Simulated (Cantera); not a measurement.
Cantera with NASA thermochemical tables; ideal gases at 1 bar, condensed phases pure. Values are per mole of reaction as written; species without (g) are pure solids or liquids, kept so even where they would boil at 1 bar.

Task: Between 400 and 750 K, where is each reaction favourable under standard conditions?
- 4 N(g) + 6 H₂S(g) + 3 Fe → 3 FeS₂ + 4 NH₃(g)

Result: 
- 4 N(g) + 6 H₂S(g) + 3 Fe → 3 FeS₂ + 4 NH₃(g): ΔG° is -2066 kJ at 400 K and -1711 kJ at 750 K; it stays negative (K > 1). ΔH° is -2472 kJ and ΔS° -1015 J/K at 750 K.
